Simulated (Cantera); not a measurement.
Charge: 1 mol MgCl2, 0.018 mol HCl, 18 mol N2, held at 1925 K and 10.0 mbar.

Cantera equilibrium calculation (NASA polynomials, part measured and part estimated; ideal gas, pure solids and liquids). Candidate condensed phases: Mg, MgCl2, NH4Cl; 18 gas species. Equilibrium is a limit: real reactors are often held back by kinetics, nucleation or transport.

Base state: N2 0.943, MgCl2 0.0504, Cl 0.00362, Mg 0.00157, HCl 0.000919, MgCl 0.000467, H 1.74e-5 (mole fractions); condensed: gas only.

**Question.** What changes in the equilibrium state with this change: MgCl2 replaced by PbCl2?

**Answer.** 
| species | before | after |
|---|---|---|
| N2 | 0.943 | 0.895 |
| Cl | 0.00362 | 0.0546 |
| PbCl | 0 | 0.0296 |
| MgCl2 | 0.0504 | 0 |
| Pb | 0 | 0.0126 |
| PbCl2 | 0 | 0.00749 |
| Mg | 0.00157 | 0 |
| MgCl | 0.000467 | 0 |
| Cl2 | 4.37e-7 | 9.94e-5 |
Further candidate phases: Pb, PbCl2.

**Question.** What changes in the equilibrium state with this change: pressure from 10.0 mbar to 0.230 Pa?

**Answer.** 
| species | before | after |
|---|---|---|
| N2 | 0.943 | 0.856 |
| Cl | 0.00362 | 0.0956 |
| Mg | 0.00157 | 0.0474 |
| MgCl2 | 0.0504 | 5.61e-5 |
| H | 1.74e-5 | 0.000647 |
| MgCl | 0.000467 | 8.58e-5 |
| HCl | 0.000919 | 0.000207 |

**Question.** What changes in the equilibrium state with this change: temperature from 1925 K to 700 K?

**Answer.** 
```
species          before     after
-------------  --------  --------
N2                0.943     0.999
HCl            0.000919  0.000999
MgCl2            0.0504   9.00e-8
Cl              0.00362     <1e-9
Mg              0.00157     <1e-9
MgCl           0.000467     <1e-9
H               1.74e-5     <1e-9
MgCl2(s), mol         0     1.000
```
